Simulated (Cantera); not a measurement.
Charge: 1 mol C, 0.068 mol H2O, 37 mol H2, held at 8.50 bar.

Equilibrium computed with Cantera from the NASA thermochemical tables; the gas is ideal and each condensed phase is pure. Candidate condensed phases: C, C6H6, C7H8, C8H18, H2O; 110 gas species. Equilibrium is a limit: real reactors are often held back by kinetics, nucleation or transport.

Task: Which condensed phases are stable at each of these points (T (°C)): 1102, 1152, 1202, 1252, 1302, 1352, 1402, 1452, 1502, 1552, 1602, 1652, 1702, 1752?

Result: 
```json
[
 {"T (°C)": "1102", "condensed phases": "gas only", "C condensed (%)": "0.0"},
 {"T (°C)": "1152", "condensed phases": "gas only", "C condensed (%)": "0.0"},
 {"T (°C)": "1202", "condensed phases": "C(graphite)", "C condensed (%)": "8.0"},
 {"T (°C)": "1252", "condensed phases": "C(graphite)", "C condensed (%)": "25.2"},
 {"T (°C)": "1302", "condensed phases": "C(graphite)", "C condensed (%)": "38.2"},
 {"T (°C)": "1352", "condensed phases": "C(graphite)", "C condensed (%)": "48.2"},
 {"T (°C)": "1402", "condensed phases": "C(graphite)", "C condensed (%)": "55.8"},
 {"T (°C)": "1452", "condensed phases": "C(graphite)", "C condensed (%)": "61.7"},
 {"T (°C)": "1502", "condensed phases": "C(graphite)", "C condensed (%)": "66.1"},
 {"T (°C)": "1552", "condensed phases": "C(graphite)", "C condensed (%)": "69.4"},
 {"T (°C)": "1602", "condensed phases": "C(graphite)", "C condensed (%)": "71.8"},
 {"T (°C)": "1652", "condensed phases": "C(graphite)", "C condensed (%)": "73.2"},
 {"T (°C)": "1702", "condensed phases": "C(graphite)", "C condensed (%)": "73.9"},
 {"T (°C)": "1752", "condensed phases": "C(graphite)", "C condensed (%)": "73.7"}
]
```

From 1102 °C to 1152 °C nothing is condensed. From 1202 °C to 1752 °C the condensed part is C(graphite).
